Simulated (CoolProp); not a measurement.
Vapour-liquid equilibrium of ethylene (1) + propane (2) at 0.258 bar; x and y are mole fractions of (1).

The numbers come from the multi-fluid Helmholtz-energy mixture model, Smukala 2000 and Lemmon 2009; pair parameters Bell 2016 in CoolProp.

Q: Give the bubble temperature and the first vapour's composition at x = 0.05, 0.8, 0.875. Is there an azeotrope?

A: x = 0.05: -83.9 °C, y = 0.629; x = 0.8: -121.3 °C, y = 0.996; x = 0.875: -122.3 °C, y = 0.998. No azeotrope shows between x = 0.05 and 0.95.

The pair parameters rest on a limited set of measurements; away from them the model extrapolates.
